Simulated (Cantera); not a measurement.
Input (Python, Cantera):

```python
import numpy as np
import cantera as ct

gas = ct.Solution("gri30.yaml")
gas.TPX = 1575, 77000, {'CH4': 1, 'O2': 1.05, 'N2': 3.96}
reactor = ct.IdealGasReactor(gas, energy="on", clone=False)
net = ct.ReactorNet([reactor])
net.rtol, net.atol = 1e-08, 1e-16
show = ['CH4', 'O2', 'NO', 'H2', 'CO', 'CH2O', 'CO2']
times = np.geomspace(2e-06, 1, 14)

steps = ct.SolutionArray(gas, extra=["t"])
rows = []
print(f"{'t/s':>10s}{'T/K':>9s}{'P/Pa':>11s}" + "".join(f"{s:>11s}" for s in show))
for t in times:
    while net.time < t:
        t_next = net.step()
        steps.append(gas.state, t=t_next)
    rows.append([np.interp(t, steps.t, y) for y in (steps.T, steps.P, *steps(*show).X.T)])
    print(f"{t:10.3e}{rows[-1][0]:9.1f}{rows[-1][1]:11.4g}" + "".join(f"{x:11.3e}" for x in rows[-1][2:]))
rate = np.gradient(steps.T, steps.t)
print("integrator steps:", len(steps.t))
if steps.T.max() > steps.T[0] + 200:
    print(f"time of steepest temperature rise: {steps.t[rate.argmax()]:.4e} s")
gas.TPX = 1575, 77000, {'CH4': 1, 'O2': 1.05, 'N2': 3.96}
gas.equilibrate("UV")
print(f"equilibrium (UV): T = {gas.T:.1f} K  " + "  ".join(f"{s} {gas[s].X[0]:.3e}" for s in show))
```

Output:

```
       t/s      T/K       P/Pa        CH4         O2         NO         H2         CO       CH2O        CO2
 2.000e-06   1575.0    7.7e+04  1.664e-01  1.747e-01  3.703e-16  2.568e-07  5.104e-12  6.448e-09  5.585e-13
 5.488e-06   1575.0    7.7e+04  1.664e-01  1.747e-01  1.510e-15  7.834e-07  7.307e-11  5.599e-08  7.361e-12
 1.506e-05   1574.9    7.7e+04  1.664e-01  1.747e-01  5.606e-15  2.332e-06  1.312e-09  4.828e-07  1.145e-10
 4.132e-05   1574.9  7.699e+04  1.663e-01  1.747e-01  2.568e-14  7.630e-06  3.374e-08  4.600e-06  2.549e-09
 1.134e-04   1574.8  7.699e+04  1.662e-01  1.746e-01  1.772e-13  3.522e-05  1.391e-06  4.917e-05  7.973e-08
 3.111e-04   1577.7  7.715e+04  1.649e-01  1.740e-01  1.773e-12  3.247e-04  8.152e-05  4.773e-04  2.709e-06
 8.537e-04   2903.8   1.66e+05  4.042e-05  1.175e-04  3.064e-04  1.390e-01  1.250e-01  3.419e-06  1.662e-02
 2.343e-03   2804.9  1.616e+05  6.843e-12  2.754e-04  1.070e-03  1.373e-01  1.244e-01  1.111e-08  1.685e-02
 6.428e-03   2804.6  1.615e+05  6.865e-12  2.743e-04  1.131e-03  1.374e-01  1.244e-01  1.111e-08  1.684e-02
 1.764e-02   2804.6  1.615e+05  6.865e-12  2.743e-04  1.131e-03  1.374e-01  1.244e-01  1.111e-08  1.684e-02
 4.840e-02   2804.6  1.615e+05  6.865e-12  2.743e-04  1.131e-03  1.374e-01  1.244e-01  1.111e-08  1.684e-02
 1.328e-01   2804.6  1.615e+05  6.865e-12  2.743e-04  1.131e-03  1.374e-01  1.244e-01  1.111e-08  1.684e-02
 3.644e-01   2804.6  1.615e+05  6.865e-12  2.743e-04  1.131e-03  1.374e-01  1.244e-01  1.111e-08  1.684e-02
 1.000e+00   2804.6  1.615e+05  6.865e-12  2.743e-04  1.131e-03  1.374e-01  1.244e-01  1.111e-08  1.684e-02
integrator steps: 1885
time of steepest temperature rise: 8.3951e-04 s
equilibrium (UV): T = 2804.6 K  CH4 7.781e-12  O2 2.743e-04  NO 1.131e-03  H2 1.374e-01  CO 1.244e-01  CH2O 1.111e-08  CO2 1.684e-02
```

Model: GRI-Mech 3.0 (53 species, 325 reactions), integrated in Cantera.
